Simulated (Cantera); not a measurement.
An isothermal, constant-pressure homogeneous reactor starts with H2 : O2 : N2 = 0.3 : 1 : 0.42 (molar parts), at 925 K and 2670 Pa.

Computed with Cantera and GRI-Mech 3.0 (53 species, 325 reactions). Radical loss at walls, strong at low pressure, is not modelled. Below about 950 K walls govern HO2 and H2O2 in real vessels. The temperature is held fixed by assumption; the heat of reaction is taken as removed at once.

x: mole fraction; the columns are a selection and need not sum to one.

```csv
t (s),x H2,x O2,x H2O2,x OH,x NO2,x H
2.00e-6,0.174,0.581,<1e-12,<1e-12,<1e-12,<1e-12
1.62e-5,0.174,0.581,<1e-12,<1e-12,<1e-12,3.35e-12
0.000131,0.174,0.581,<1e-12,2.86e-12,<1e-12,2.96e-11
0.00106,0.174,0.581,<1e-12,8.20e-10,<1e-12,___
0.00861,0.00457,0.539,1.14e-6,0.00132,3.85e-11,___
0.0697,0.000138,0.541,3.05e-7,6.38e-5,3.30e-9,___
0.565,2.56e-6,0.541,5.10e-8,1.24e-5,6.46e-9,___
4.57,1.42e-8,0.541,6.97e-9,2.74e-6,3.35e-9,8.88e-11
37.0,7.55e-10,0.541,1.05e-9,8.32e-7,1.13e-9,2.49e-12
300,7.97e-11,0.541,1.48e-10,2.80e-7,8.38e-10,<1e-12
```

Question: Some entries are withheld; supply them.

Answer: 
- 0.00106, x H: 6.57e-9
- 0.00861, x H: 0.00310
- 0.0697, x H: 2.05e-6
- 0.565, x H: 1.02e-8
